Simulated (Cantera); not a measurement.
**Pyrogenic steam for wet oxidation**

A perfectly stirred reactor is fed with H₂ : O₂ : N₂ = 1.5 : 1 : 3.9 (molar parts), at 0.132 atm; it is held at 1050 K, and followed from long to short residence time.

Computed with Cantera and GRI-Mech 3.0 (53 species, 325 reactions). The temperature is held fixed by assumption; the heat of reaction is taken as removed at once.

```csv
τ (s),x H₂,x O₂,x N₂O,x O,x OH,x NO₂,x H
1.3,0.000775,0.0445,6.48e-8,5.95e-5,0.000170,2.14e-10,5.21e-5
0.65,0.00120,0.0447,5.39e-8,9.58e-5,0.000218,1.89e-10,0.000104
0.33,0.00182,0.0450,4.45e-8,0.000151,0.000279,1.70e-10,0.000202
0.17,0.00273,0.0454,3.65e-8,0.000234,0.000357,1.53e-10,0.000387
0.085,0.00412,0.0461,2.94e-8,0.000364,0.000462,1.37e-10,0.000757
0.043,0.00612,0.0470,2.35e-8,0.000556,0.000596,1.22e-10,0.00145
0.022,0.00896,0.0485,1.88e-8,0.000835,0.000764,1.09e-10,0.00269
0.011,0.0132,0.0507,1.49e-8,0.00125,0.000983,9.77e-11,0.00497
0.0055,0.0191,0.0540,1.18e-8,0.00185,0.00125,8.73e-11,0.00886
0.0028,0.0272,0.0587,9.44e-9,0.00265,0.00156,7.69e-11,0.0148
0.0014,0.0385,0.0653,7.41e-9,0.00372,0.00191,6.46e-11,0.0237
```
x: mole fraction; the columns are a selection and need not sum to one.
